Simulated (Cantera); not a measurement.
A closed system holds: 1 mol Si3N4, 1.6 mol CO2, 80 mol N2, held at 0.585 Torr.

Equilibrium computed with Cantera from the NASA thermochemical tables; the gas is ideal and each condensed phase is pure. Candidate condensed phases: C, Si, SiC, SiO2, Si2N2O, Si3N4; 34 gas species. Equilibrium is a limit: real reactors are often held back by kinetics, nucleation or transport.

Over these rows the condensed part is SiC(s). Partial pressures as log10 of bar:

```csv
T (K),1000/T (1/K),log p Si,log p N2,log p SiO,log p CO
1650,0.6061,-7.05,-3.12,-4.68,-5.08
1700,0.5882,-6.60,-3.12,-4.68,-5.08
1750,0.5714,-6.19,-3.12,-4.68,-5.07
1800,0.5556,-5.81,-3.13,-4.69,-5.04
1850,0.5405,-5.47,-3.13,-4.72,-5.00
1900,0.5263,?,-3.13,-4.76,-4.93
```

Task: Fit log p(Si) = a + b·(1000/T) to the five rows, give the apparent enthalpy, and predict the row at 1900 K.

Result: Means: 1000/T = 0.5724, log p = -6.224. Sxy = -0.064819, Sxx = 0.0026862, so b = -24.13 and a = -6.224 − (-24.13)×0.5724 = 7.59.
Apparent enthalpy: −19.145 × (-24.13) = 462 kJ/mol. With the condensed phases at unit activity, 1/2 SiC(s) + 1/2 SiO(g) = Si(g) + 1/2 CO(g) links this pressure to the main gases: over the six rows their terms move log p by -0.12 in all, so the slope isn't that reaction's ΔH° alone. The five rows lie within 0.02 of the line.
Prediction at 1900 K: 7.59 + (-24.13)×0.5263 = -5.11. The computed value is -5.17, 0.06 from the line.
